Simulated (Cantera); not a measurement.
What does this Cantera script print?

```python
import numpy as np
import cantera as ct

gas = ct.Solution("h2o2.yaml")
gas.TPX = 700, 11000, {'H2': 1, 'O2': 0.357, 'N2': 1.34}
flame = ct.FreeFlame(gas, width=0.19)
flame.set_refine_criteria(ratio=3, slope=0.08, curve=0.16)
flame.transport_model = "mixture-averaged"
flame.solve(loglevel=0, auto=True)
z, T = flame.grid, flame.T
thick = (T[-1] - T[0]) / np.gradient(T, z).max()
show = ['H2', 'O2', 'H2O2', 'OH', 'HO2', 'H2O']
print(f"laminar burning velocity  {flame.velocity[0] * 100:.3f} cm/s")
print(f"burnt temperature         {T[-1]:.1f} K")
print(f"thermal thickness         {thick * 1e3:.4f} mm")
print(f"grid points               {len(z)}")
z0 = z[flame.heat_release_rate.argmax()]
print(f"{'z/mm':>9s}{'T/K':>9s}{'u/(m/s)':>9s}" + "".join(f"{s:>11s}" for s in show))
rows = []
for k in (-3, -2, -1.5, -1, -0.5, -0.25, 0, 0.25, 0.5, 1, 2, 4, 8):
    zz = z0 + k * thick
    rows.append([k * thick, np.interp(zz, z, T), np.interp(zz, z, flame.velocity),
                 *(np.interp(zz, z, flame.X[gas.species_index(s)]) for s in show)])
    print(f"{rows[-1][0] * 1e3:9.3f}{rows[-1][1]:9.1f}{rows[-1][2]:9.3f}" + "".join(f"{x:11.3e}" for x in rows[-1][3:]))
```

Output:

```
laminar burning velocity  886.218 cm/s
burnt temperature         2450.2 K
thermal thickness         8.8713 mm
grid points               142
     z/mm      T/K  u/(m/s)         H2         O2       H2O2         OH        HO2        H2O
  -26.614    700.0    8.862  3.708e-01  1.324e-01  1.145e-12  2.794e-16  2.944e-11  4.652e-13
  -17.743    700.0    8.862  3.708e-01  1.324e-01  1.160e-12  1.904e-13  1.474e-10  2.510e-11
  -13.307    700.0    8.862  3.708e-01  1.324e-01  1.366e-12  8.218e-12  3.520e-09  6.981e-10
   -8.871    700.0    8.862  3.708e-01  1.324e-01  4.095e-11  1.805e-09  3.914e-07  8.661e-08
   -4.436    704.8    8.918  3.697e-01  1.322e-01  9.246e-08  1.272e-05  2.626e-05  3.797e-04
   -2.218    782.5    9.846  3.496e-01  1.287e-01  1.151e-07  2.064e-04  2.127e-05  9.190e-03
    0.000   1128.2   13.871  1.875e-01  7.246e-02  4.071e-07  3.295e-03  9.664e-06  1.216e-01
    2.218   1379.7   16.741  8.792e-02  1.756e-02  4.357e-07  7.090e-03  2.226e-06  2.238e-01
    4.436   1481.8   17.854  8.795e-02  1.374e-02  3.820e-07  8.850e-03  1.544e-06  2.314e-01
    8.871   1609.8   19.216  9.437e-02  1.204e-02  2.684e-07  1.100e-02  1.164e-06  2.357e-01
   17.743   1757.7   20.746  1.007e-01  1.011e-02  1.529e-07  1.317e-02  8.489e-07  2.417e-01
   35.485   1918.3   22.356  1.061e-01  7.945e-03  7.936e-08  1.484e-02  6.016e-07  2.497e-01
   70.970   2079.6   23.921  1.101e-01  5.758e-03  4.265e-08  1.540e-02  4.359e-07  2.593e-01
```

Computed with Cantera and the H2/O2 subset of GRI-Mech 3.0, which has no nitrogen chemistry. Burning velocities carry a grid error of a few per cent, more on coarse grids.
